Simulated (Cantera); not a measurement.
A perfectly stirred reactor is fed with 18.8 % H2, 12.5 % O2, 68.8 % N2, at 1.00 bar; it is held at 1325 K, and followed from long to short residence time.

Computed with Cantera and the H2/O2 subset of GRI-Mech 3.0, which has no nitrogen chemistry. The temperature is held fixed by assumption; the heat of reaction is taken as removed at once.

**Question.** Predict: x(H2) at τ = 20.0 s; x(O2) at τ = 20.0 s; x(H2O) at τ = 20.0 s; x(HO2) at τ = 20.0 s; x(H2O2) at τ = 20.0 s; x(H2) at τ = 73.0 ms; x(O2) at τ = 73.0 ms; x(H2O) at τ = 73.0 ms; x(HO2) at τ = 73.0 ms; x(H2O2) at τ = 73.0 ms.

**Answer.** 
| Item | Value |
|---|---|
| x(H2) at τ = 20.0 s | 1.24e-5 |
| x(O2) at τ = 20.0 s | 0.0345 |
| x(H2O) at τ = 20.0 s | 0.207 |
| x(HO2) at τ = 20.0 s | 3.57e-7 |
| x(H2O2) at τ = 20.0 s | 5.05e-8 |
| x(H2) at τ = 73.0 ms | 0.000525 |
| x(O2) at τ = 73.0 ms | 0.0346 |
| x(H2O) at τ = 73.0 ms | 0.206 |
| x(HO2) at τ = 73.0 ms | 1.03e-5 |
| x(H2O2) at τ = 73.0 ms | 8.60e-7 |
